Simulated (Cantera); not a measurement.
**Ammonia decomposition in nitride growth gas**

An isothermal, constant-pressure homogeneous reactor starts with NH3 : N2 = 1 : 2 (molar parts), at 1773 K and 1.00 bar.

Computed with Cantera and the gas-phase N/H chemistry of the illustrative SiF4/NH3 mechanism in the Surface Chemkin manual (1991). Walls and surfaces, which speed up NH3 decomposition in real reactors, are not modelled.

| t (s) | x NH3 | x NH | x N | x H | x N2 |
|---|---|---|---|---|---|
| 3.00e-5 | 0.333 | 3.58e-9 | <1e-12 | 4.64e-8 | 0.667 |
| 9.49e-5 | 0.333 | 5.09e-8 | 3.51e-11 | 4.89e-8 | 0.667 |
| 0.000300 | 0.333 | 3.70e-7 | 3.07e-10 | 7.72e-8 | 0.667 |
| 0.000949 | 0.333 | 8.92e-7 | 1.28e-9 | 2.26e-7 | 0.667 |
| 0.00300 | 0.331 | 9.99e-7 | 3.66e-9 | 6.08e-7 | 0.666 |
| 0.00949 | 0.327 | 1.15e-6 | 1.11e-8 | 1.74e-6 | 0.666 |
| 0.0300 | 0.314 | 1.39e-6 | 3.03e-8 | 5.03e-6 | 0.664 |
| 0.0949 | 0.279 | 1.56e-6 | 5.76e-8 | 1.42e-5 | 0.660 |
| 0.300 | 0.198 | 1.46e-6 | 7.37e-8 | 3.76e-5 | 0.650 |
| 0.949 | 0.0862 | 1.01e-6 | 6.77e-8 | 8.34e-5 | 0.636 |
| 3.00 | 0.0197 | 4.05e-7 | 3.69e-8 | 0.000139 | 0.627 |
| 9.49 | 0.00386 | 1.05e-7 | 1.11e-8 | 0.000168 | 0.625 |
| 30.0 | 0.000961 | 2.78e-8 | 3.02e-9 | 0.000174 | 0.625 |
x: mole fraction; the columns are a selection and need not sum to one.

Equilibrium at this temperature and pressure: NH3 5.56e-6, NH 1.62e-10, N 1.77e-11, H 0.000175, N2 0.625 (gas phase only).
